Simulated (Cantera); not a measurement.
Charge: 1 mol CS2, 0.072 mol O2, held at 0.770 bar.

Method: chemical equilibrium by Gibbs-energy minimisation in Cantera with the NASA 1993 tables (ideal gas, pure condensed phases). Candidate condensed phases: C, S; 22 gas species. Gases not in the tables: S3 to S7. Equilibrium is a limit: real reactors are often held back by kinetics, nucleation or transport.

x: gas mole fraction; n: condensed amount in mol.

```tsv
T (°C)	x CS2	x CS	x S2	x CO	x COS	x S	n C(graphite)
800	0.765	6.42e-7	0.107	0.0802	0.0473	1.51e-8	___
1000	0.748	3.02e-5	0.125	0.112	0.0148	7.37e-7	___
1200	0.734	0.000492	0.139	0.121	0.00543	1.26e-5	___
1400	0.719	0.00405	0.151	0.123	0.00246	0.000109	0.0277
1600	0.696	0.0209	0.158	0.123	0.00130	0.000593	0.0277
1800	0.644	0.0757	0.157	0.120	0.000750	0.00228	0
2000	0.516	0.167	0.194	0.114	0.000516	0.00771	0
2200	0.365	0.273	0.233	0.107	0.000371	0.0215	0
```

Question: Fill in the missing entries.

Answer: 
- 800, n C(graphite): 0.00272
- 1000, n C(graphite): 0.00612
- 1200, n C(graphite): 0.0176
